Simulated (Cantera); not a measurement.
What does this Cantera script print?

```python
import numpy as np
import cantera as ct

gas = ct.Solution("gri30.yaml")
gas.TPX = 723, 1200000, {'CH4': 0.77, 'C2H6': 0.4, 'O2': 3.09, 'N2': 17.6}
inlet = ct.Reservoir(gas, clone=True)
gas.equilibrate("HP")  # start burning
reactor = ct.IdealGasConstPressureReactor(gas, energy="on", clone=False)
exhaust = ct.Reservoir(gas, clone=True)
tau = [0.37, 0.15, 0.057, 0.022, 0.0087, 0.0034, 0.0013, 0.00052, 0.00021, 8e-05, 3.1e-05][0]
for a, b in ((inlet, reactor), (reactor, exhaust)):
    ct.MassFlowController(a, b, mdot=lambda t: reactor.mass / tau)
net = ct.ReactorNet([reactor])
show = ['CH4', 'C2H6', 'O2', 'C2H', 'O', 'CH2']

rows = []
print(f"{'tau/s':>10s}{'T/K':>9s}" + "".join(f"{s:>11s}" for s in show))
for tau in [0.37, 0.15, 0.057, 0.022, 0.0087, 0.0034, 0.0013, 0.00052, 0.00021, 8e-05, 3.1e-05]:
    net.initial_time = 0.0
    net.advance(30 * tau)
    before = gas.X
    net.advance(40 * tau)
    drift = np.max(np.abs(gas.X - before) / (gas.X + 1e-9))
    rows.append([gas.T, *gas[show].X, drift])
    print(f"{tau:10.3e}{gas.T:9.1f}" + "".join(f"{x:11.3e}" for x in gas[show].X))
```

It prints:

```
     tau/s      T/K        CH4       C2H6         O2        C2H          O        CH2
 3.700e-01   2143.8  2.201e-07  9.399e-09  6.644e-03  1.687e-10  4.546e-05  5.502e-09
 1.500e-01   2144.0  5.222e-07  2.286e-08  6.844e-03  4.098e-10  4.779e-05  1.348e-08
 5.700e-02   2143.3  1.277e-06  5.886e-08  7.068e-03  1.051e-09  5.249e-05  3.466e-08
 2.200e-02   2140.5  2.905e-06  1.470e-07  7.333e-03  2.597e-09  6.214e-05  8.517e-08
 8.700e-03   2134.6  6.004e-06  3.504e-07  7.718e-03  6.040e-09  8.112e-05  1.957e-07
 3.400e-03   2124.0  1.179e-05  8.196e-07  8.343e-03  1.342e-08  1.169e-04  4.315e-07
 1.300e-03   2106.9  2.298e-05  1.900e-06  9.341e-03  2.818e-08  1.800e-04  9.223e-07
 5.200e-04   2083.0  4.405e-05  4.155e-06  1.076e-02  5.233e-08  2.753e-04  1.830e-06
 2.100e-04   2049.4  8.800e-05  9.032e-06  1.281e-02  8.764e-08  4.078e-04  3.502e-06
 8.000e-05   1996.8  2.073e-04  2.201e-05  1.628e-02  1.372e-07  5.591e-04  6.894e-06
 3.100e-05    723.0  3.522e-02  1.830e-02  1.414e-01 -6.004e-40  5.695e-21  1.233e-31
```

Computed with Cantera and GRI-Mech 3.0 (53 species, 325 reactions). The pressure lies above the range GRI-Mech 3.0 was tuned for (to about 10 atm).
